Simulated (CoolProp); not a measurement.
n-dodecane along the isobar 1.65 MPa: density (kg/m³) from the reference equation and from simpler models built on Tc = 385.0 °C, pc = 1.818 MPa, ω = 0.574; each cubic takes its own stable root.

Model: reference Helmholtz-energy equation of state, Lemmon 2004, in CoolProp. It is a short technical equation, of lower accuracy than the large ones.

| T (°C) | phase | reference | van der Waals | Redlich-Kwong | Soave-Redlich-Kwong | Peng-Robinson |
|---|---|---|---|---|---|---|
| 236.75 | liquid | 579.4 | 311.8 | 439.8 | 479.3 | 541.7 |
| 248.95 | liquid | 567.6 | 306.1 | 429.5 | 468.8 | 530.1 |
| 261.25 | liquid | 555.1 | 300.0 | 418.5 | 457.6 | 517.5 |
| 273.45 | liquid | 542.1 | 293.6 | 407.1 | 445.6 | 504.0 |
| 285.65 | liquid | 528.3 | 286.8 | 394.9 | 432.6 | 489.4 |
| 297.95 | liquid | 513.6 | 279.4 | 381.7 | 418.4 | 473.2 |
| 310.15 | liquid | 497.8 | 271.3 | 367.5 | 402.9 | 455.5 |
| 322.35 | liquid | 480.5 | 262.2 | 351.9 | 385.6 | 435.7 |
| 334.65 | liquid | 461.1 | 251.8 | 334.2 | 365.8 | 412.9 |
| 346.85 | liquid | 439.0 | 239.3 | 313.8 | 342.8 | 386.2 |
